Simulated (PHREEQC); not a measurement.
Synthetic water in mg/L, 70 °C, pH 1.93, pe 9.3:

```tsv
constituent	mg/L
Na	46.7
K	10.5
Ca	32
Mg	75.4
Cl	63.5
S(6) as SO4	1510
B	0.0165
N(5) as NO3	0.0758
```

Valence states are taken as typed.

Computed with PHREEQC (ion-association model, phreeqc.dat).

Precipitation was switched off in this run.

Task: Order these Ca species by the share of Ca that they hold, largest first: CaHSO4+, Ca+2, CaSO4.

Result: Ca+2 (74 %), CaSO4 (21 %), CaHSO4+ (4.5 %)

The pH is 1.93 and the ionic strength 0.0273 mol/kgw. At this temperature some constants are extrapolated from 25 °C, and those without enthalpy data are left unchanged.
